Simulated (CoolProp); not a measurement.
Properties of 1,2-dichloroethane along the isotherm 500 K (Tc = 561.6 K, pc = 5.226 MPa, ω = 0.269).

Values from CoolProp's reference Helmholtz-energy equation of state, Thol 2015.

| p (MPa) | phase | density (kg/m³) | cp (kJ/(kg K)) | isothermal compressibility (1/MPa) |
|---|---|---|---|---|
| 2.9 | liquid | ? | 1.710 | 0.009948 |
| 5.81 | liquid | 895.2 | 1.635 | ? |
| 8.71 | liquid | 912.8 | 1.588 | 0.006075 |
| 11.6 | liquid | 927.7 | ? | 0.005151 |
| 14.5 | liquid | 940.7 | 1.531 | ? |
| 17.4 | liquid | 952.3 | 1.512 | 0.003988 |
| 20.3 | liquid | 962.8 | ? | 0.003596 |
| 23.2 | liquid | 972.4 | 1.483 | 0.003279 |
| 26.1 | liquid | 981.4 | ? | 0.003017 |

### Question
Fill in the missing entries.

### Answer

- 2.9, density (kg/m³): 873.1
- 5.81, isothermal compressibility (1/MPa): 0.007482
- 11.6, cp (kJ/(kg K)): 1.556
- 14.5, isothermal compressibility (1/MPa): 0.004488
- 20.3, cp (kJ/(kg K)): 1.496
- 26.1, cp (kJ/(kg K)): 1.472
